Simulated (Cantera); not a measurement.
A perfectly stirred reactor is fed with 19.9 % N₂O, 0.379 % H₂, 79.7 % N₂, at 0.00640 bar; it is held at 1525 K, and followed from long to short residence time.

Computed with Cantera and GRI-Mech 3.0 (53 species, 325 reactions). GRI-Mech 3.0 was tuned for natural gas; its chemistry of N2O as a main component is partial and can be far from experiment. Radical loss at walls, strong at low pressure, is not modelled. The temperature is held fixed by assumption; the heat of reaction is taken as removed at once.

x: mole fraction; the columns are a selection and need not sum to one.

```tsv
τ (s)	x N₂O	x H₂	x HO₂	x OH	x H₂O₂	x H
1.3	0.114	8.40e-5	___	0.000113	4.22e-10	1.30e-6
0.52	0.152	0.000190	___	0.000126	1.17e-9	1.78e-6
0.21	0.176	0.000404	___	0.000143	3.13e-9	2.98e-6
0.087	0.187	0.000793	___	0.000161	6.21e-9	5.37e-6
0.036	0.193	0.00145	5.90e-6	0.000171	8.49e-9	9.24e-6
0.015	0.196	0.00236	5.70e-6	0.000155	8.44e-9	1.28e-5
0.0060	0.198	0.00325	___	0.000103	5.43e-9	1.15e-5
0.0025	0.199	0.00365	___	4.82e-5	1.50e-9	6.36e-6
0.0010	0.199	0.00376	___	1.48e-5	1.53e-10	2.42e-6
0.00042	0.199	0.00378	___	3.59e-6	1.04e-11	8.12e-7
0.00017	0.199	0.00379	___	6.54e-7	<1e-12	2.29e-7
```

What belongs in the gaps?


- 1.3, x HO₂: 6.52e-7
- 0.52, x HO₂: 1.55e-6
- 0.21, x HO₂: 3.13e-6
- 0.087, x HO₂: 4.89e-6
- 0.0060, x HO₂: 4.05e-6
- 0.0025, x HO₂: 1.60e-6
- 0.0010, x HO₂: 2.62e-7
- 0.00042, x HO₂: 2.85e-8
- 0.00017, x HO₂: 2.13e-9
